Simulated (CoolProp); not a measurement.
A single-stage vapour-compression cycle with the fluid: evaporating at 292.15 K (dew point), condensing at 360.15 K (bubble point), superheat 0 K, subcooling 5 K, compressor efficiency 0.7, no pressure losses. The same conditions are run with several fluids, on thermodynamics alone (safety and materials aside).

The numbers come from the reference Helmholtz-energy equation of state of each fluid (n-perfluoropentane: Gao 2022; R123: Younglove 1994; n-perfluorohexane: Gao 2022; n-perfluorobutane: Gao 2022; R1233zd(E): Akasaka 2022; R142b: Lemmon 2006) in CoolProp.

Problem. Rank n-perfluoropentane, R123, n-perfluorohexane, n-perfluorobutane, R1233zd(E), R142b by cooling COP, highest first.

Solution. R123 (2.26), R1233zd(E) (2.20), R142b (2.10), n-perfluorohexane (1.28), n-perfluoropentane (1.19), n-perfluorobutane (0.760)

```json
[
 {"fluid": "n-perfluoropentane", "pressure ratio": "8.30", "discharge temperature (K)": "360.1", "refrigerating effect (kJ/kg)": "24.2", "volumetric capacity (kJ/m³)": "205"},
 {"fluid": "R123", "pressure ratio": "7.99", "discharge temperature (K)": "369.2", "refrigerating effect (kJ/kg)": "107", "volumetric capacity (kJ/m³)": "509"},
 {"fluid": "n-perfluorohexane", "pressure ratio": "11.2", "discharge temperature (K)": "360.2", "refrigerating effect (kJ/kg)": "26.1", "volumetric capacity (kJ/m³)": "83.2"},
 {"fluid": "n-perfluorobutane", "pressure ratio": "6.14", "discharge temperature (K)": "360.2", "refrigerating effect (kJ/kg)": "14.4", "volumetric capacity (kJ/m³)": "338"},
 {"fluid": "R1233zd(E)", "pressure ratio": "7.44", "discharge temperature (K)": "367.8", "refrigerating effect (kJ/kg)": "115", "volumetric capacity (kJ/m³)": "676"},
 {"fluid": "R142b", "pressure ratio": "5.72", "discharge temperature (K)": "374.4", "refrigerating effect (kJ/kg)": "118", "volumetric capacity (kJ/m³)": "1490"}
]
```

The compression ends wet for: n-perfluoropentane; n-perfluorohexane; n-perfluorobutane.
